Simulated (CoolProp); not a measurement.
The fluid at 298.15 K and 4.42 MPa (liquid) is heated at constant pressure to 363.6 K. The same conditions are run with several fluids, on thermodynamics alone (safety and materials aside).

Computed with CoolProp (reference Helmholtz-energy equation of state of each fluid (the fluoroketone C6F12O (FK-5-1-12): McLinden 2015; benzene: Thol 2012; R125: Lemmon 2005; R507A: Lemmon 2003; R410A: Lemmon 2003)). Blends and air are pseudo-pure fits.

| fluid | heat (kJ/kg) | final phase | final density (kg/m³) |
|---|---|---|---|
| the fluoroketone C6F12O (FK-5-1-12) | 73.1 | liquid | 1420 |
| benzene | 119 | liquid | 807 |
| R125 | 141 | supercritical | 314 |
| R507A | 161 | supercritical | 281 |
| R410A | 224 | gas | 159 |
